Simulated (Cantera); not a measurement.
Charge: 1 mol Si₃N₄, 0.16 mol O₂, a varied amount of H₂, equilibrated at 1.40e-5 bar.

Cantera equilibrium calculation (NASA polynomials, part measured and part estimated; ideal gas, pure solids and liquids). Candidate condensed phases: H₂O, Si, SiO₂, Si₂N₂O, Si₃N₄; 35 gas species. Mutual solubility and eutectic melting of coexisting phases are not modelled. Rates play no part.

Task: What condenses at these points (T in K, n(H₂) in mol): (1550, 2.7); (1400, 5.4); (1475, 15); (1550, 170); (2000, 42)?

Result: 
```json
[
 {"T (K)": "1550", "n(H₂) in mol": "2.7", "condensed phases": "Si", "Si condensed (%)": "88.9"},
 {"T (K)": "1400", "n(H₂) in mol": "5.4", "condensed phases": "Si + Si₂N₂O", "Si condensed (%)": "98.1"},
 {"T (K)": "1475", "n(H₂) in mol": "15", "condensed phases": "Si", "Si condensed (%)": "89.1"},
 {"T (K)": "1550", "n(H₂) in mol": "170", "condensed phases": "Si", "Si condensed (%)": "75.4"},
 {"T (K)": "2000", "n(H₂) in mol": "42", "condensed phases": "gas only", "Si condensed (%)": "0.0"}
]
```
